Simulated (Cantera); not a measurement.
A Cantera script and what it prints.

```python
import numpy as np
import cantera as ct

gas_names = """
    C CH CH2 CH3 CH2OH CH3O CH4 CH3OH CO CO2 COOH C2 C2H CHCO,ketyl C2H2,acetylene C2H2,vinylidene
    CH2CO,ketene C2H3,vinyl CH3CO,acetyl C2H4 C2H4O,ethylen CH3CHO,ethanal CH3COOH (HCOOH)2 C2H5 C2H6
    CH3OCH3 C2H5OH C2O C3 C3H3,propargyl C3H4,allene C3H4,propyne C3H4,cyclo- C3H5,allyl C3H6,propylene
    C3H6,cyclo- C3H6O C3H7,n-propyl C3H7,i-propyl C3H8 C3H8O,1propanol C3H8O,2propanol C3O2 C4 C4H2
    C4H4,1,3-cyclo- C4H6,butadiene C4H6,2-butyne C4H6,cyclo- C4H8,1-butene C4H8,cis2-buten
    C4H8,tr2-butene C4H8,isobutene C4H8,cyclo- (CH3COOH)2 C4H9,n-butyl C4H9,i-butyl C4H9,s-butyl
    C4H9,t-butyl C4H10,isobutane C4H10,n-butane C5 C5H6,1,3cyclo- C5H8,cyclo- C5H10,1-pentene
    C5H10,cyclo- C5H11,pentyl C5H11,t-pentyl C5H12,n-pentane C5H12,i-pentane CH3C(CH3)2CH3 C6H2
    C6H5,phenyl C6H5O,phenoxy C6H6 C6H5OH,phenol C6H10,cyclo- C6H12,1-hexene C6H12,cyclo- C6H13,n-hexyl
    C7H7,benzyl C7H8 C7H8O,cresol C7H14,1-heptene C7H15,n-heptyl C7H16,n-heptane C8H8,styrene
    C8H10,ethylbenz C8H16,1-octene C8H17,n-octyl C8H18,isooctane C8H18,n-octane C9H19,n-nonyl
    C10H8,naphthale C10H21,n-decyl C12H9,o-bipheny C12H10,bipheny H HCO HO2 H2 HCHO,formaldehy HCOOH H2O
    H2O2 O OH O2 O3 Si SiC SiC2 SiC4H12 SiH SiH2 SiH3 SiH4 SiO SiO2 Si2 Si2C Si3
""".split()
cond_names = """
    C(gr) C6H6(L) C7H8(L) C8H18(L),n-octa H2O(s) H2O(L) Si(cr) Si(L) SiC(b) SiO2(Lqz) SiO2(hqz) SiO2(L)
""".split()


def load(file, names, dense=False):
    # The tables refer to 1 bar. Condensed volumes are neglected.
    table = {s.name: s for s in ct.Species.list_from_file(file)}
    out = []
    for n in names:
        d = dict(table[n].input_data)
        d["thermo"] = dict(d["thermo"], **{"reference-pressure": 1e5})
        if dense:
            d["equation-of-state"] = {"model": "constant-volume", "density": "1e6 g/cm^3"}
        out.append(ct.Species.from_dict(d))
    return out


gas = ct.Solution(thermo="ideal-gas", species=load("nasa_gas.yaml", gas_names))
cond = {s.name: ct.Solution(thermo="fixed-stoichiometry", species=[s], name=s.name)
        for s in load("nasa_condensed.yaml", cond_names, dense=True)}
atoms = {
    'SiC': {'Si': 1, 'C': 1},
    'O2': {'O': 2},
    'H2': {'H': 2},
}
top_T = {'C(gr)': 4500, 'SiC(b)': 3050}  # K; cautious upper limits of use, not melting points


def equilibrate(T, P, feed):
    n = {}
    for name, mol in feed.items():
        for a, k in atoms[name].items():
            n[a] = n.get(a, 0.0) + k * mol
    gas.TPX = T, P, n
    mass = sum(n.values()) * gas.mean_molecular_weight
    gas.equilibrate("TP")
    valid = [c for c in cond.values() if c.min_temp <= T <= top_T.get(c.name, c.max_temp)]
    mix = ct.Mixture([(gas, mass / gas.mean_molecular_weight)] + [(c, 0.0) for c in valid])
    mix.T, mix.P = T, P
    mix.equilibrate("TP", solver="vcs", rtol=1e-11, max_steps=5000)
    return mix


results = []
feed = {'SiC': 1, 'O2': 0.012, 'H2': 6.4}  # mol
P = 48000  # Pa
for T in [973, 1073, 1173, 1273, 1373, 1473, 1573, 1673, 1773, 1873, 1973]:
    mix = equilibrate(T, P, feed)
    results.append((T, P, feed, dict(zip(mix.species_names, mix.species_moles))))
    x = sorted(zip(gas.X, gas.species_names), reverse=True)
    print(f"T = {T:g} K  P = {P:g} Pa  gas = {mix.phase_moles(0):.4g} mol")
    print("   x: " + "  ".join(f"{s} {v:.3e}" for v, s in x if v > 0.0001))
    print("   condensed (mol): " + ("  ".join(f"{mix.phase(i).name} {mix.phase_moles(i):.4g}"
          for i in range(1, mix.n_phases) if mix.phase_moles(i) > 1e-12) or "none"))
```

Result:

```
T = 973 K  P = 48000 Pa  gas = 6.388 mol
   x: H2 9.981e-01  CH4 1.879e-03
   condensed (mol): SiC(b) 0.988  SiO2(hqz) 0.012
T = 1073 K  P = 48000 Pa  gas = 6.388 mol
   x: H2 9.981e-01  CH4 1.878e-03
   condensed (mol): SiC(b) 0.988  SiO2(hqz) 0.012
T = 1173 K  P = 48000 Pa  gas = 6.388 mol
   x: H2 9.981e-01  CH4 1.871e-03
   condensed (mol): SiC(b) 0.988  SiO2(hqz) 0.01198
T = 1273 K  P = 48000 Pa  gas = 6.39 mol
   x: H2 9.982e-01  CH4 1.660e-03  CO 1.444e-04
   condensed (mol): SiC(b) 0.9885  SiO2(hqz) 0.01153
T = 1373 K  P = 48000 Pa  gas = 6.401 mol
   x: H2 9.985e-01  CO 7.881e-04  CH4 6.943e-04
   condensed (mol): SiC(b) 0.9905  SiO2(hqz) 0.009425
T = 1473 K  P = 48000 Pa  gas = 6.408 mol
   x: H2 9.985e-01  CO 1.189e-03  CH4 1.622e-04  SiO 1.557e-04
   condensed (mol): SiC(b) 0.9913  SiO2(hqz) 0.00766
T = 1573 K  P = 48000 Pa  gas = 6.422 mol
   x: H2 9.965e-01  CO 1.751e-03  SiO 1.623e-03
   condensed (mol): SiC(b) 0.9885  SiO2(hqz) 0.001116
T = 1673 K  P = 48000 Pa  gas = 6.424 mol
   x: H2 9.961e-01  SiO 1.880e-03  CO 1.847e-03  H 1.641e-04
   condensed (mol): SiC(b) 0.9879
T = 1773 K  P = 48000 Pa  gas = 6.425 mol
   x: H2 9.958e-01  SiO 1.876e-03  CO 1.855e-03  H 4.098e-04
   condensed (mol): SiC(b) 0.9879
T = 1873 K  P = 48000 Pa  gas = 6.427 mol
   x: H2 9.953e-01  CO 1.868e-03  SiO 1.864e-03  H 9.294e-04
   condensed (mol): SiC(b) 0.9878
T = 1973 K  P = 48000 Pa  gas = 6.43 mol
   x: H2 9.942e-01  H 1.942e-03  CO 1.899e-03  SiO 1.832e-03
   condensed (mol): SiC(b) 0.9876
```

These are equilibrium values from Cantera (NASA tables, ideal gas, pure condensed phases), not measurements of a reactor. Mutual solubility and eutectic melting of coexisting phases are not modelled. The tables hold silica as quartz up to 1696 K and as liquid above; real silica turns to tridymite and cristobalite and melts near 1996 K. Gases not in the tables: Si2H6 and higher silanes.
